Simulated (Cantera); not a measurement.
Charge: 1 mol SiHCl₃, 4.6 mol HCl, 190 mol N₂, equilibrated at 825 Torr.

Method: chemical equilibrium by Gibbs-energy minimisation in Cantera with the NASA 1993 tables (ideal gas, pure condensed phases). Candidate condensed phases: NH₄Cl, Si, Si₃N₄; 28 gas species. N₂ is the only nitrogen source here; it is nearly inert below about 1500 K, so the nitride shown seldom forms there in practice. Kinetics and transport are ignored.

Problem. Which condensed phases are stable at each of these points (T (K)): 800, 900, 1000, 1100, 1200, 1300, 1400, 1500, 1600?

Solution. 
```
T (K)  condensed phases  Si condensed (%)
-----  ----------------  ----------------
800            Si₃N₄(s)               2.8
900            Si₃N₄(s)               8.8
1000           Si₃N₄(s)              13.1
1100           Si₃N₄(s)              16.4
1200           Si₃N₄(s)              18.8
1300           Si₃N₄(s)              19.9
1400           Si₃N₄(s)              18.5
1500           Si₃N₄(s)              10.5
1600           gas only               0.0
```

From 800 K to 1500 K the condensed part is Si₃N₄(s). At 1600 K nothing is condensed.
